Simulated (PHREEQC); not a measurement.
Make-up at 20 °C: 0.0027 mol/kgw KHF2. Closed to the air; pH follows from the charge balance.

Model: ion-association model, wateq4f.dat, run in PHREEQC.

No solid was allowed to form.

**Question.** Predict the pH, ionic strength.

**Answer.** pH 3.29; ionic strength 0.00324 mol/kgw.

**Question.** In which forms is F present?

**Answer.** F- 60 %, HF 39 %, HF2- 0.9 %, H2F2 0.5 % of the F.
